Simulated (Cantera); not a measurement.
**Transport properties of process gases**

Gas mixture: CO = 0.54 (molar parts), at 0.750 Torr, frozen composition.

Cantera's kinetic-theory transport with the Lennard-Jones parameters of GRI-Mech 3.0, ideal gas; thermal conductivity in the mixture-averaged form.

```tsv
T (K)	ρ (kg/m³)	cp (J/kg/K)	μ (µPa s)	λ (mW/m/K)	Pr	D (cm²/s) NH3	D (cm²/s) O	D (cm²/s) NO
400	0.000842	1049	22.0	31.7	0.726	383	535	340
550	0.000613	1074	27.4	41.1	0.717	688	921	587
700	0.000481	1112	32.3	50.2	0.714	1060	1380	881
850	0.000396	1152	36.7	59.1	0.715	1490	1910	1220
1000	0.000337	1184	40.8	67.5	0.715	1970	2510	1600
1150	0.000293	1211	44.7	75.7	0.715	2510	3160	2020
```
D: mixture-averaged diffusion coefficient of that species in the mixture.
